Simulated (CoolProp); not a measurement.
A closed Brayton cycle with nitrogen: compressor inlet 322.15 K and 5.5 MPa, high pressure 12.4 MPa, turbine inlet 970 K, compressor efficiency 0.8, turbine efficiency 0.85, recuperator effectiveness 0.95 (on enthalpy, no pinch check). Each further row changes one setting.

Values from CoolProp's reference Helmholtz-energy equation of state, Span 2000.

```json
[
 {"case": "as stated", "thermal efficiency (%)": "34.6", "net work (kJ/kg)": "72.7", "compressor to turbine work": "0.61", "compressor exit (K)": "428.4", "turbine exit (K)": "813.3"},
 {"case": "turbine inlet 920 K", "thermal efficiency (%)": "31.9", "net work (kJ/kg)": "63.2", "compressor to turbine work": "0.64", "compressor exit (K)": "428.4", "turbine exit (K)": "770.0"},
 {"case": "compressor inlet 332.15 K", "thermal efficiency (%)": "33.0", "net work (kJ/kg)": "69.0", "compressor to turbine work": "0.63", "compressor exit (K)": "441.6", "turbine exit (K)": "813.3"},
 {"case": "high pressure 10.5 MPa", "thermal efficiency (%)": "35.5", "net work (kJ/kg)": "63.2", "compressor to turbine work": "0.58", "compressor exit (K)": "404.5", "turbine exit (K)": "843.1"},
 {"case": "recuperator effectiveness 0.5", "thermal efficiency (%)": "18.2", "net work (kJ/kg)": "72.7", "compressor to turbine work": "0.61", "compressor exit (K)": "428.4", "turbine exit (K)": "813.3"}
]
```
